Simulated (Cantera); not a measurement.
Charge: 1 mol Al, 2.1 mol N2, 780 mol H2, equilibrated at 1948 K and 1.35 Torr.

Equilibrium computed with Cantera from the NASA thermochemical tables; the gas is ideal and each condensed phase is pure. Candidate condensed phases: Al, AlN; 13 gas species. The numbers say what is thermodynamically allowed, not how fast it happens.

Base state: H2 0.970, H 0.0262, N2 0.00265, Al 0.00124, AlH 1.63e-5 (mole fractions); condensed: gas only.

Q: What changes in the equilibrium state with this change: temperature from 1948 K to 2148.15 K?

A: 
```tsv
species	before	after
H2	0.970	0.903
H	0.0262	0.0934
N2	0.00265	0.00256
Al	0.00124	0.00121
AlH	1.63e-5	1.01e-5
```

Q: What changes in the equilibrium state with this change: temperature from 1948 K to 900 K?

A: 
| species | before | after |
|---|---|---|
| H2 | 0.970 | 0.998 |
| N2 | 0.00265 | 0.00205 |
| H | 0.0262 | 2.75e-9 |
| Al | 0.00124 | <1e-9 |
| AlH | 1.63e-5 | <1e-9 |
| AlN(s), mol | 0 | 1.00 |
